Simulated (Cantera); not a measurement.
**CF4 + H2 (fluorocarbon and chlorocarbon gases)**

Input: 1 mol CF4, a varied amount of H2, held at 2425 °C and 1.33 mbar.

Equilibrium computed with Cantera from the NASA thermochemical tables; the gas is ideal and each condensed phase is pure. Candidate condensed phases: C, C6H6, C7H8, C8H18; 95 gas species. Equilibrium is a limit: real reactors are often held back by kinetics, nucleation or transport.

```
n(H2) (mol)    x F    x HF    x CF   x CF2     x C3       x H  n C(graphite)
-----------  -----  ------  ------  ------  -------  --------  -------------
0.06         0.878  0.0304  0.0503  0.0322  0.00644  0.000279          0.590
0.072        0.873  0.0365  0.0500  0.0318  0.00644  0.000337          0.592
0.087        0.866  0.0441  0.0496  0.0314  0.00644  0.000410          0.596
0.1          0.860  0.0506  0.0493  0.0309  0.00644  0.000474          0.598
0.13         0.847  0.0657  0.0485  0.0300  0.00644  0.000625          0.605
0.15         0.838  0.0758  0.0480  0.0293  0.00644  0.000728          0.609
0.18         0.824  0.0908  0.0472  0.0284  0.00644  0.000887          0.615
0.22         0.806   0.111  0.0462  0.0272  0.00644   0.00111          0.624
0.27         0.784   0.136  0.0449  0.0257  0.00644   0.00139          0.634
0.32         0.761   0.161  0.0436  0.0242  0.00644   0.00170          0.644
0.39         0.730   0.195  0.0418  0.0223  0.00644   0.00215          0.658
0.47         0.694   0.234  0.0398  0.0202  0.00644   0.00272          0.674
```
x: gas mole fraction; n: condensed amount in mol.

From 0.06 mol H2 to 0.47 mol H2 the condensed part is C(graphite). The main C-bearing gas is CF throughout. The share of C in condensed phases is highest at 0.47 mol H2 (67.4 %) and lowest at 0.06 mol H2 (59.0 %).
